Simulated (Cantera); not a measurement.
Moist CO burnout

An isothermal, constant-pressure homogeneous reactor starts with 0.172 % CO, 3.93 % O2, 0.115 % H2O, 95.8 % N2, at 1400 K and 1.00 bar.

Computed with Cantera and GRI-Mech 3.0 (53 species, 325 reactions).

| t (s) | x CO | x O2 | x H2O | x HO2 | x NO |
|---|---|---|---|---|---|
| 2.00e-6 | 0.00172 | 0.0393 | 0.00115 | 2.80e-12 | <1e-12 |
| 1.35e-5 | 0.00172 | 0.0393 | 0.00115 | 1.88e-11 | <1e-12 |
| 9.18e-5 | 0.00172 | 0.0393 | 0.00115 | 1.25e-10 | <1e-12 |
| 0.000621 | 0.00172 | 0.0393 | 0.00115 | 1.21e-9 | <1e-12 |
| 0.00421 | 0.00168 | 0.0392 | 0.00114 | 5.95e-7 | 8.72e-11 |
| 0.0285 | 8.06e-5 | 0.0385 | 0.00114 | 3.64e-7 | 2.93e-7 |
| 0.193 | 9.68e-7 | 0.0384 | 0.00115 | 1.38e-8 | 4.10e-7 |
| 1.31 | 9.26e-9 | 0.0384 | 0.00115 | 2.75e-9 | 4.19e-7 |
| 8.86 | 8.69e-9 | 0.0384 | 0.00115 | 2.71e-9 | 4.27e-7 |
| 60.0 | 8.69e-9 | 0.0384 | 0.00115 | 2.71e-9 | 4.83e-7 |
x: mole fraction; the columns are a selection and need not sum to one.

Equilibrium at this temperature and pressure: CO 8.71e-9, O2 0.0383, H2O 0.00115, HO2 2.70e-9, NO 0.000343 (gas phase only).
